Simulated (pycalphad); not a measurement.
Computed with pycalphad from the COST 507 light-alloy database (1999), at 1 atm. These are 1990s assessments: newer ones move some temperatures and phases. Amounts are mole fractions of atoms. Diffusion is slow at the low end, where real alloys seldom reach equilibrium.

Give the equilibrium state of Ti-2.62Hf-3.95B (at.%) at 530 K.

hcp, fraction 0.921, with 2.8 Hf, 0.01 B at.%; BM, fraction 0.079, with 0.04 Hf, 50.0 B at.%.

Give the equilibrium state of Ti-2.62Hf-3.95B (at.%) at 1530 K.


```
T = 1530.00 K, P = 101325 Pa, N = 1 mol of atoms
G = -91119 J/mol, H = 34566 J/mol, S = 82.15 J/(mol K)  (SER reference)
chemical potentials (J/mol): Ti -85065, Hf -153462, B -192980
phase             fraction      x(Ti)      x(Hf)       x(B)
BCC_A2              0.9243     0.9700     0.0282     0.0018
BM                  0.0757     0.4977     0.0023     0.5000
```

Database names, with the compositions (at.%) that they take in these runs: BM: Ti 50 B 50. BCC_A2 is bcc.
